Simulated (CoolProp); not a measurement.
Properties of carbonyl sulfide at several states (Tc = 105.6 °C, pc = 6.369 MPa, ω = 0.098).

Computed with CoolProp (reference Helmholtz-energy equation of state, Lemmon 2006). It is a short technical equation, of lower accuracy than the large ones.

```
T (°C)   p (MPa)          phase  density (kg/m³)  cp (kJ/(kg K))  isothermal compressibility (1/MPa)  expansivity (1/kK)
-------  -------  -------------  ---------------  --------------  ----------------------------------  ------------------
86.65     0.0829            gas            1.673          0.7422                               12.12               2.823
165.75      4.71            gas            93.66      (withheld)                              0.2612          (withheld)
203.95      10.7  supercritical            228.3           1.310                              0.1295               5.996
-106.35   0.0134         liquid             1289      (withheld)                           0.0007194          (withheld)
```

Q: Fill in the missing entries.

A: 
- 165.75, cp (kJ/(kg K)): 0.9927
- 165.75, expansivity (1/kK): 4.137
- -106.35, cp (kJ/(kg K)): 1.175
- -106.35, expansivity (1/kK): 1.531
